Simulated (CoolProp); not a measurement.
R22 at 293.15 K and 0.133 MPa flows at 0.58 m/s in a round tube of 50 mm bore and 15 µm roughness, fully developed (64/Re and Nu = 3.66 if laminar; Colebrook and Gnielinski if turbulent). Each further row changes one setting.

Computed with CoolProp (reference Helmholtz-energy equation of state, Kamei 1995).

```csv
case,Reynolds number,Darcy friction factor,pressure drop (Pa/m),heat-transfer coefficient (W/(m² K)),mass flow (kg/h)
as stated,10300,[?],[?],[?],[?]
velocity 1.16 m/s,20600,0.0263,[?],[?],39.5
diameter 100 mm,20600,0.0260,[?],6.35,79.0
```

Task: Fill in the missing entries.

Result: 
- as stated, Darcy friction factor: 0.0311
- as stated, pressure drop (Pa/m): 0.504
- as stated, heat-transfer coefficient (W/(m² K)): 7.28
- as stated, mass flow (kg/h): 19.7
- velocity 1.16 m/s, pressure drop (Pa/m): 1.71
- velocity 1.16 m/s, heat-transfer coefficient (W/(m² K)): 12.9
- diameter 100 mm, pressure drop (Pa/m): 0.211

Viscosity comes from a separate model (Bell 2016), an estimate that may be off by 10 % or more. Thermal conductivity comes from a separate model (McLinden 2000), an estimate that may be off by 10 % or more.
